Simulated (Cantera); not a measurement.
What does this Cantera script print?

```python
import numpy as np
import cantera as ct

gas_names = """
    Cr CrN H H2 N NH NH2 NH3 N2 N2H2 N2H4
""".split()
cond_names = """
    Cr(cr) Cr(L) CrN(s) Cr2N(s)
""".split()


def load(file, names, dense=False):
    # The tables refer to 1 bar. Condensed volumes are neglected.
    table = {s.name: s for s in ct.Species.list_from_file(file)}
    out = []
    for n in names:
        d = dict(table[n].input_data)
        d["thermo"] = dict(d["thermo"], **{"reference-pressure": 1e5})
        if dense:
            d["equation-of-state"] = {"model": "constant-volume", "density": "1e6 g/cm^3"}
        out.append(ct.Species.from_dict(d))
    return out


gas = ct.Solution(thermo="ideal-gas", species=load("nasa_gas.yaml", gas_names))
cond = {s.name: ct.Solution(thermo="fixed-stoichiometry", species=[s], name=s.name)
        for s in load("nasa_condensed.yaml", cond_names, dense=True)}
atoms = {
    'Cr': {'Cr': 1},
    'N2': {'N': 2},
    'NH3': {'N': 1, 'H': 3},
}
top_T = {'CrN(s)': 1900, 'Cr2N(s)': 1900}  # K; cautious upper limits of use, not melting points


def equilibrate(T, P, feed):
    n = {}
    for name, mol in feed.items():
        for a, k in atoms[name].items():
            n[a] = n.get(a, 0.0) + k * mol
    gas.TPX = T, P, n
    mass = sum(n.values()) * gas.mean_molecular_weight
    gas.equilibrate("TP")
    valid = [c for c in cond.values() if c.min_temp <= T <= top_T.get(c.name, c.max_temp)]
    mix = ct.Mixture([(gas, mass / gas.mean_molecular_weight)] + [(c, 0.0) for c in valid])
    mix.T, mix.P = T, P
    mix.equilibrate("TP", solver="vcs", rtol=1e-11, max_steps=5000)
    return mix


results = []
T = 2848  # K
P = 101325  # Pa
for m in [0.34, 0.49, 0.7, 0.99, 1.4, 2, 2.8, 4, 5.7, 8.2, 12]:
    feed = {'Cr': 1, 'N2': 30, 'NH3': m}  # mol
    mix = equilibrate(T, P, feed)
    results.append((T, P, feed, dict(zip(mix.species_names, mix.species_moles))))

top = {s: max(r[3][s] / sum(r[3][g] for g in gas_names) for r in results) for s in gas_names}
cols = sorted((s for s in top if top[s] > 0.001), key=lambda s: -top[s])[:8]
seen = [c for c in cond_names if any(r[3].get(c, 0) > 1e-12 for r in results)]
print("log10 of partial pressures in bar; condensed amounts in mol")
print(f"{'n(NH3)':>10s}" + "".join(f"{s[:9]:>10s}" for s in cols + seen))
for T, P, feed, n in results:
    ng = sum(n[g] for g in gas_names)
    print(f"{feed['NH3']:10.4g}" + "".join(f"{np.log10(max(n[s] / ng * P / 1e5, 1e-99)):10.3f}" for s in cols)
          + "".join(f"{n.get(c, 0):10.4g}" for c in seen))
```

It prints:

```
log10 of partial pressures in bar; condensed amounts in mol
    n(NH3)        N2        H2         H        Cr
      0.34    -0.018    -1.953    -1.992    -1.497
      0.49    -0.021    -1.773    -1.901    -1.502
       0.7    -0.026    -1.603    -1.816    -1.508
      0.99    -0.032    -1.443    -1.737    -1.517
       1.4    -0.041    -1.290    -1.660    -1.528
         2    -0.053    -1.138    -1.584    -1.544
       2.8    -0.067    -1.003    -1.517    -1.564
         4    -0.088    -0.868    -1.449    -1.593
       5.7    -0.114    -0.745    -1.388    -1.631
       8.2    -0.147    -0.632    -1.331    -1.680
        12    -0.190    -0.528    -1.279    -1.746
```

Cantera equilibrium calculation (NASA polynomials, part measured and part estimated; ideal gas, pure solids and liquids).
